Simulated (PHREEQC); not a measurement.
A made-up water analysis in mmol/kgw, 25 °C, pH 1.89, pe 8.2:

```csv
constituent,mmol/kgw
Na,1.87
K,0.104
Ca,4.56
Mg,0.0111
Cl,0.942
S(6),20.2
Cd,0.00479
Li,0.0231
Zn,0.25
Fe(3),1.86
```

Valence states are taken as typed.

Model: ion-association model, phreeqc.dat, run in PHREEQC.

No solid was allowed to form.

Task: Predict the ionic strength.

Result: ionic strength 0.0398 mol/kgw.

Task: In which forms is K present?

Result: K+ 97 %, KSO4- 3.2 % of the K.

The solution is supersaturated, for example in Hematite (slow to form), Goethite (slow to form), so a real one may precipitate; this is no full list. Complexes and solids missing from the database can't appear.
